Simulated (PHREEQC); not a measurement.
Synthetic water in mmol/kgw, 20 °C, pH 6.16, pe 2.4:

```
constituent           mmol/kgw
--------------------  --------
Na                    0.000603
K                     2.94e-05
Ca                     0.00171
Mg                     0.00113
Cl                     0.00127
S(6)                   0.00125
Alkalinity (meq/kgw)   0.00268
Si                    6.13e-05
Ba                     6.5e-06
```

Valence states are taken as typed.

Equilibrium calculation in PHREEQC: ion-association model, wateq4f.dat.

```tsv
quantity	before	after
ionic strength (mol/kgw)	1.12e-5	1.37e-5
CO2 (mol/kgw)	5.59e-6	4.44e-5
HCO3- (mol/kgw)	3.36e-6	5.85e-6
CaSO4 (mol/kgw)	3.94e-10	3.93e-10
MgSO4 (mol/kgw)	2.81e-10	2.80e-10
CO3-2 (mol/kgw)	2.07e-10	7.90e-11
SI of Quartz (SiO2)	-3.16	-3.16
```

Q: What was changed between the two runs?
A) all concentrations times 3 at the same typed pH
B) Cl from 0.00127 to 0.00254 mmol/kgw
C) pH from 6.16 to 6.46 at the same alkalinity
D) pH from 6.16 to 5.5 at the same alkalinity

A: D, pH from 6.16 to 5.5 at the same alkalinity

Precipitation was switched off in this run.
